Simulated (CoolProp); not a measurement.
Dimethyl carbonate at 402.87 K and 0.182 MPa is compressed adiabatically to 0.737 MPa with isentropic efficiency 0.85. Each further row changes one setting.

Values from CoolProp's reference Helmholtz-energy equation of state, Zhou 2011.

```tsv
case	work (kJ/kg)	final temperature (K)	final density (kg/m³)
as stated	59.7	449.7	20.0
efficiency 1	50.7	444.3	20.4
efficiency 0.65	78.1	460.8	19.3
```
